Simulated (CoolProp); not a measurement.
Computed with CoolProp (reference Helmholtz-energy equation of state, Gao 2022).

### Question
For n-perfluoropentane, give the phase and the Joule-Thomson coefficient (K/MPa) at 157.9 K and 0.036 MPa; 192.7 K and 0.0161 MPa; 380.5 K and 0.0717 MPa.

### Answer
- 157.9 K and 0.036 MPa: liquid; Joule-Thomson coefficient -0.467
- 192.7 K and 0.0161 MPa: liquid; Joule-Thomson coefficient -0.434
- 380.5 K and 0.0717 MPa: gas; Joule-Thomson coefficient 10.1
